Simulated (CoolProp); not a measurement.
Vapour-liquid equilibrium of propane (1) + c-C4F8 (RC318) (2) at 8.07 bar; x and y are mole fractions of (1).

Model: multi-fluid Helmholtz-energy mixture model, Lemmon 2009 and Platzer 1990; pair parameters Bell 2016, in CoolProp. This equation is an older, rougher fit; its heat capacities, sound speeds and derivatives of the liquid may be far off and weren't checked against measurements.

```json
[
 {"x": "0.05", "bubble temperature, mixture model (K)": "324.9", "bubble temperature, Raoult's law (K)": "328.6", "y, mixture model": "0.168", "y, Raoult's law": "0.119"},
 {"x": "0.125", "bubble temperature, mixture model (K)": "316.3", "bubble temperature, Raoult's law (K)": "324.4", "y, mixture model": "0.363", "y, Raoult's law": "0.273"},
 {"x": "0.2", "bubble temperature, mixture model (K)": "309.6", "bubble temperature, Raoult's law (K)": "320.5", "y, mixture model": "0.498", "y, Raoult's law": "0.401"},
 {"x": "0.275", "bubble temperature, mixture model (K)": "304.6", "bubble temperature, Raoult's law (K)": "316.9", "y, mixture model": "0.589", "y, Raoult's law": "0.509"},
 {"x": "0.35", "bubble temperature, mixture model (K)": "301.0", "bubble temperature, Raoult's law (K)": "313.5", "y, mixture model": "0.652", "y, Raoult's law": "0.599"},
 {"x": "0.425", "bubble temperature, mixture model (K)": "298.5", "bubble temperature, Raoult's law (K)": "310.4", "y, mixture model": "0.697", "y, Raoult's law": "0.676"},
 {"x": "0.5", "bubble temperature, mixture model (K)": "296.6", "bubble temperature, Raoult's law (K)": "307.4", "y, mixture model": "0.732", "y, Raoult's law": "0.742"},
 {"x": "0.575", "bubble temperature, mixture model (K)": "295.1", "bubble temperature, Raoult's law (K)": "304.7", "y, mixture model": "0.761", "y, Raoult's law": "0.798"},
 {"x": "0.65", "bubble temperature, mixture model (K)": "294.0", "bubble temperature, Raoult's law (K)": "302.1", "y, mixture model": "0.789", "y, Raoult's law": "0.847"},
 {"x": "0.725", "bubble temperature, mixture model (K)": "293.0", "bubble temperature, Raoult's law (K)": "299.6", "y, mixture model": "0.817", "y, Raoult's law": "0.888"},
 {"x": "0.8", "bubble temperature, mixture model (K)": "292.3", "bubble temperature, Raoult's law (K)": "297.3", "y, mixture model": "0.850", "y, Raoult's law": "0.925"},
 {"x": "0.875", "bubble temperature, mixture model (K)": "291.7", "bubble temperature, Raoult's law (K)": "295.2", "y, mixture model": "0.892", "y, Raoult's law": "0.956"},
 {"x": "0.95", "bubble temperature, mixture model (K)": "291.6", "bubble temperature, Raoult's law (K)": "293.1", "y, mixture model": "0.949", "y, Raoult's law": "0.984"}
]
```

The largest gap from Raoult's law is -12.5 K in bubble temperature, at x = 0.35. y crosses x between x = 0.875 and 0.95: the model has an azeotrope there.

Pair parameters are fitted to limited data, so mixtures are less certain than the pure fluids.
